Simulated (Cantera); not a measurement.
An adiabatic, constant-pressure homogeneous reactor starts with CO : H₂ : O₂ : N₂ : H₂O = 1 : 1.1 : 1.36 : 5.32 : 1.3 (molar parts), at 1425 K and 1900000 Pa. Integrator tolerance rtol = 1e-08.

Detailed kinetics in Cantera: GRI-Mech 3.0 (53 species, 325 reactions). The hydrogen kinetics of GRI-Mech 3.0 are dated; newer H2 mechanisms differ, most at raised pressure. The pressure lies above the range GRI-Mech 3.0 was tuned for (to about 10 atm).

```json
[
 {"quantity": "time of steepest temperature rise", "before": "6.95 µs", "after": "4.76 µs"},
 {"quantity": "temperature at 0.500 s", "before": "2679 K", "after": "2845 K"},
 {"quantity": "equilibrium temperature", "before": "2679 K", "after": "2845 K"},
 {"quantity": "x(CO) at 0.500 s", "before": "0.0111 (gas-phase equilibrium 0.0111)", "after": "0.0558 (gas-phase equilibrium 0.0558)"},
 {"quantity": "x(H₂) at 0.500 s", "before": "0.00429 (gas-phase equilibrium 0.00429)", "after": "0.0687 (gas-phase equilibrium 0.0687)"},
 {"quantity": "x(O₂) at 0.500 s", "before": "0.0329 (gas-phase equilibrium 0.0329)", "after": "0.000800 (gas-phase equilibrium 0.000800)"},
 {"quantity": "x(N₂O) at 0.500 s", "before": "2.18e-6 (gas-phase equilibrium 2.18e-6)", "after": "3.73e-7 (gas-phase equilibrium 3.73e-7)"},
 {"quantity": "x(HO₂) at 0.500 s", "before": "1.82e-5 (gas-phase equilibrium 1.82e-5)", "after": "1.82e-6 (gas-phase equilibrium 1.82e-6)"},
 {"quantity": "x(H₂O) at 0.500 s", "before": "0.252 (gas-phase equilibrium 0.252)", "after": "0.326 (gas-phase equilibrium 0.326)"},
 {"quantity": "x(NO₂) at 0.500 s", "before": "1.35e-5 (gas-phase equilibrium 1.35e-5)", "after": "3.35e-7 (gas-phase equilibrium 3.35e-7)"}
]
```

Task: What was changed between the two runs?
(A) H2O 1.3 to 1 parts
(B) pressure from 1900000 Pa to 101000 Pa
(C) H2 1.1 to 3 parts
(D) H2 1.1 to 1.8 parts

Result: C, H2 1.1 to 3 parts
